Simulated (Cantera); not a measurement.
Input (Python, Cantera) and output of one run.

```python
import numpy as np
import cantera as ct

gas_names = """
    H H2 N NH NH2 NH3 N2 N2H2 N2H4 Si SiH SiH2 SiH3 SiH4 SiN Si2 Si2N Si3
""".split()
cond_names = """
    Si(cr) Si(L) Si3N4(a)
""".split()


# ... load() reads the species with a 1 bar reference pressure and builds the phases ...
atoms = {
    'trisilylamine': {'Si': 3, 'N': 1, 'H': 9},
    'N2': {'N': 2},
}
top_T = {'Si3N4(a)': 2400}  # K; cautious upper limits of use, not melting points


# ... equilibrate(T, P, feed) seeds the gas with the atoms and calls Mixture.equilibrate('TP', solver="vcs", rtol=1e-11, max_steps=5000) ...
results = []
T = 1925  # K
P = 16000  # Pa
for m in [0.27, 0.39, 0.56, 0.8, 1.1, 1.6, 2.3, 3.3, 4.7, 6.7]:
    feed = {'trisilylamine': 1, 'N2': m}  # mol
    mix = equilibrate(T, P, feed)
    results.append((T, P, feed, dict(zip(mix.species_names, mix.species_moles))))
    x = sorted(zip(gas.X, gas.species_names), reverse=True)
    print(f"T = {T:g} K  P = {P:g} Pa  n(N2) = {m:g} mol  gas = {mix.phase_moles(0):.4g} mol")
    print("   x: " + "  ".join(f"{s} {v:.3e}" for v, s in x if v > 0.001))
    print("   condensed (mol): " + ("  ".join(f"{mix.phase(i).name} {mix.phase_moles(i):.4g}"
          for i in range(1, mix.n_phases) if mix.phase_moles(i) > 1e-12) or "none"))
```

Result:

```
T = 1925 K  P = 16000 Pa  n(N2) = 0.27 mol  gas = 5.277 mol
   x: H2 8.517e-01  N2 1.459e-01  H 2.206e-03
   condensed (mol): Si(L) 2.999
T = 1925 K  P = 16000 Pa  n(N2) = 0.39 mol  gas = 5.397 mol
   x: H2 8.327e-01  N2 1.649e-01  H 2.181e-03
   condensed (mol): Si(L) 2.999
T = 1925 K  P = 16000 Pa  n(N2) = 0.56 mol  gas = 5.567 mol
   x: H2 8.072e-01  N2 1.904e-01  H 2.147e-03
   condensed (mol): Si(L) 2.999
T = 1925 K  P = 16000 Pa  n(N2) = 0.8 mol  gas = 5.807 mol
   x: H2 7.738e-01  N2 2.239e-01  H 2.102e-03
   condensed (mol): Si(L) 2.999
T = 1925 K  P = 16000 Pa  n(N2) = 1.1 mol  gas = 6.107 mol
   x: H2 7.358e-01  N2 2.620e-01  H 2.050e-03
   condensed (mol): Si(L) 2.999
T = 1925 K  P = 16000 Pa  n(N2) = 1.6 mol  gas = 6.607 mol
   x: H2 6.800e-01  N2 3.178e-01  H 1.971e-03
   condensed (mol): Si(L) 2.999
T = 1925 K  P = 16000 Pa  n(N2) = 2.3 mol  gas = 7.145 mol
   x: H2 6.288e-01  N2 3.691e-01  H 1.895e-03
   condensed (mol): Si(L) 2.754  Si3N4(a) 0.0816
T = 1925 K  P = 16000 Pa  n(N2) = 3.3 mol  gas = 7.145 mol
   x: H2 6.288e-01  N2 3.691e-01  H 1.895e-03
   condensed (mol): Si(L) 1.254  Si3N4(a) 0.5816
T = 1925 K  P = 16000 Pa  n(N2) = 4.7 mol  gas = 7.709 mol
   x: H2 5.828e-01  N2 4.152e-01  H 1.825e-03
   condensed (mol): Si3N4(a) 0.9995
T = 1925 K  P = 16000 Pa  n(N2) = 6.7 mol  gas = 9.71 mol
   x: N2 5.356e-01  H2 4.626e-01  H 1.626e-03
   condensed (mol): Si3N4(a) 0.9995
```

Equilibrium computed with Cantera from the NASA thermochemical tables; the gas is ideal and each condensed phase is pure. The feed counts by its element totals alone. Mutual solubility and eutectic melting of coexisting phases are not modelled. Gases not in the tables: Si2H6 and higher silanes.
